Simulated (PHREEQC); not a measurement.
1.6 g of hydrous ferric oxide (600 m²/g; 0.2 weak and 0.005 strong sites per Fe, Dzombak-Morel constants, diffuse double layer) in 1 kg of water with 0.001 mol/kgw of an inert sodium salt, at 25 °C; the pH is set by adding NaOH or the inert anion's acid. Oxygen is held at 0.21 atm. The system is closed to CO2. Nothing may precipitate in this run.

Base run: PHREEQC, ion-association model, wateq4f.dat. Each further column changes one thing. The table gives surface charge σ (C/m²).

```
pH      base  background salt from 0.001 to 0.0001 mol/kgw  oxide from 1.6 to 8 g/kgw  0.00045 mol/kgw MgCl2 added
----  ------  --------------------------------------------  -------------------------  ---------------------------
4      0.135                                         0.101                      0.188                        0.161
4.75   0.070                                           ___                      0.096                        0.090
5.5    0.033                                         0.014                      0.042                        0.046
6.25   0.015                                         0.005                      0.017                        0.021
7      0.006                                         0.002                      0.006                          ___
7.75   0.002                                         0.001                      0.002                        0.003
8.5   -0.002                                        -0.001                     -0.002                       -0.001
9.25  -0.006                                        -0.002                     -0.007                       -0.006
10    -0.016                                        -0.008                        ___                       -0.016
```

Q: What belongs in the gaps?

A: 
- 4.75, background salt from 0.001 to 0.0001 mol/kgw: 0.040
- 7, 0.00045 mol/kgw MgCl2 added: 0.009
- 10, oxide from 1.6 to 8 g/kgw: -0.018
